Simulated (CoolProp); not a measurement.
A single-stage vapour-compression cycle with R134a: evaporating at 213.15 K (dew point), condensing at 265.15 K (bubble point), superheat 8 K, subcooling 8 K, compressor efficiency 0.65, no pressure losses. Each further row changes one setting.

Computed with CoolProp (reference Helmholtz-energy equation of state, Tillner-Roth 1994).

```
case                              cooling COP  pressure ratio  discharge temperature (K)  refrigerating effect (kJ/kg)  volumetric capacity (kJ/m³)
--------------------------------  -----------  --------------  -------------------------  ----------------------------  ---------------------------
as stated                                2.28            13.6                      328.3                           188                          168
evaporating temperature 218.15 K         2.64            9.94                      320.9                           191                          230
condensing temperature 260.15 K          2.58            11.2                      319.9                           195                          173
subcooling 13 K                          2.36            13.6                      328.3                           195                          173
superheat 18 K                           2.27            13.6                      339.9                           195                          166
compressor efficiency 0.55               1.93            13.6                      344.5                           188                          168
```
